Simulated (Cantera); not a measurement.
A closed system holds: 1 mol ZrO2, 810 mol H2, 0.24 mol H2O, at 3.23 Torr.

Cantera equilibrium calculation (NASA polynomials, part measured and part estimated; ideal gas, pure solids and liquids). Candidate condensed phases: H2O, Zr, ZrO2; 12 gas species. Equilibrium is a limit: real reactors are often held back by kinetics, nucleation or transport. All values below are at 1850 K.

Base state: H2 0.992, H 0.00818, H2O 0.000295 (mole fractions); condensed: ZrO2(tetragonal).

Task: What changes in the equilibrium state with this change: pressure from 3.23 Torr to 11.3 Torr?

Result: 
```csv
species,before,after
H2,0.992,0.995
H,0.00818,0.00439
H2O,0.000295,0.000295
"ZrO2(tetragonal), mol",1.000,1.00
```

Task: What changes in the equilibrium state with this change: pressure from 3.23 Torr to 390 Torr?

Result: 
| species | before | after |
|---|---|---|
| H2 | 0.992 | 0.999 |
| H | 0.00818 | 0.000747 |
| H2O | 0.000295 | 0.000296 |
| ZrO2(tetragonal), mol | 1.000 | 1.00 |

Task: What changes in the equilibrium state with this change: ZrO2 replaced by Fe3O4?

Result: 
| species | before | after |
|---|---|---|
| H2 | 0.992 | 0.983 |
| H | 0.00818 | 0.00815 |
| H2O | 0.000295 | 0.00519 |
| Fe | 0 | 0.00367 |
| ZrO2(tetragonal), mol | 1.000 | 0 |
Further candidate phases: Fe, FeO, Fe(OH)2, Fe(OH)3, Fe2O3, Fe3O4.
